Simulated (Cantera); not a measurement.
A perfectly stirred reactor is fed with CH4 : O2 : N2 : H2O = 1 : 4.55 : 35.9 : 10 (molar parts), at 0.820 bar; it is adiabatic with a 700 K inlet, and is followed from long to short residence time, starting on the burning branch (τ in s: 0.31, 0.075, 0.018, 0.0043, 0.001, 0.00024, 5.8e-05, 1.4e-05, 3.3e-06).

Model: GRI-Mech 3.0 (53 species, 325 reactions), integrated in Cantera.

Question: What does this change do: CH4 1 to 1.5 parts?

Answer: 
```
quantity                                                                           before                               after
------------------------------------------------  ---------------------------------------  ----------------------------------
state                                             not burning at any residence time tried                         not reached
x(CH4) at τ = 0.310 s                                                              0.0194                             2.80e-5
x(O2) at τ = 0.310 s                                                               0.0884                              0.0300
x(H2O) at τ = 0.310 s                                                               0.194                               0.250
x(CH2O) at τ = 0.310 s                                                             <1e-12                             1.86e-6
x(CO2) at τ = 0.310 s                                                              <1e-12                              0.0286
x(CH4) at τ = 1.00 ms                                                              0.0194                              0.0289
x(O2) at τ = 1.00 ms                                                               0.0884                              0.0876
x(H2O) at τ = 1.00 ms                                                               0.194                               0.192
x(CH2O) at τ = 1.00 ms                                                             <1e-12                              <1e-12
x(CO2) at τ = 1.00 ms                                                              <1e-12                              <1e-12
blow-out, bracketed by the residence times tried                              not reached  burning at 18.0 ms, out at 4.30 ms
```
